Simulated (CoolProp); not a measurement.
Saturation properties of 1,2-dichloroethane (Tc = 561.6 K, pc = 5.226 MPa, ω = 0.269).

The numbers come from the reference Helmholtz-energy equation of state, Thol 2015 in CoolProp.

| T (K) | p (MPa) | vapour density (kg/m³) | enthalpy of vaporisation (kJ/kg) | liquid cp (kJ/(kg K)) |
|---|---|---|---|---|
| 318.2 | 0.02552 | 0.9649 | 344.6 | 1.320 |
| 327.3 | 0.03661 | 1.350 | 340.0 | 1.329 |
| 336.4 | 0.05133 | 1.849 | 335.2 | 1.339 |
| 345.5 | 0.07049 | 2.484 | 330.4 | 1.350 |
| 354.6 | 0.09498 | 3.281 | 325.4 | 1.362 |
| 363.7 | 0.1258 | 4.264 | 320.3 | 1.374 |
| 372.8 | 0.1639 | 5.465 | 315.0 | 1.387 |
| 381.9 | 0.2106 | 6.915 | 309.5 | 1.401 |
| 391 | 0.2670 | 8.648 | 303.9 | 1.416 |
| 400.1 | 0.3343 | 10.70 | 298.0 | 1.431 |
| 409.2 | 0.4140 | 13.12 | 291.9 | 1.447 |
| 418.3 | 0.5073 | 15.96 | 285.5 | 1.464 |
| 427.4 | 0.6157 | 19.26 | 278.8 | 1.482 |

It boils at 356.6 K under 1 atm.
